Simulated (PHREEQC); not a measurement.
**Acid rinse or clean**

A solution holds 0.021 mol H2SO4 per kg of water, at 82 °C. Closed to the air; pH follows from the charge balance.

Model: Pitzer model, pitzer.dat, run in PHREEQC.

Each row changes one thing in this solution. This is a speciation only: nothing precipitates in the calculation.

| case | pH | ionic strength (mol/kgw) | HSO4- (mol/kgw) | SO4-2 (mol/kgw) |
|---|---|---|---|---|
| as made | 1.69 | 0.0272 | 0.0179 | 0.00312 |
| H2SO4 from 0.021 to 0.0231 mol/kgw | 1.66 | 0.0296 | 0.0198 | 0.00327 |
| temperature from 82 to 15 °C | 1.58 | 0.0421 | 0.0104 | 0.0106 |
| temperature from 82 to 65 °C | [?] | 0.0302 | 0.0164 | 0.00462 |
| H2SO4 from 0.021 to 0.0105 mol/kgw | 1.96 | 0.0150 | 0.00826 | 0.00224 |
| H2SO4 from 0.021 to 0.105 mol/kgw | 1.06 | 0.121 | 0.0972 | 0.00778 |
| H2SO4 replaced by KHSO4 at the same molality | 2.21 | 0.0363 | [?] | 0.00765 |
| diluted 2-fold with water | 1.96 | 0.0150 | 0.00826 | 0.00224 |
| temperature from 82 to 80 °C | 1.69 | 0.0276 | 0.0177 | 0.00328 |

Q: Complete the blanks.

A: 
- temperature from 82 to 65 °C, pH: 1.67
- H2SO4 replaced by KHSO4 at the same molality, HSO4- (mol/kgw): 0.0134

Constants without temperature data keep their 25 °C values here.
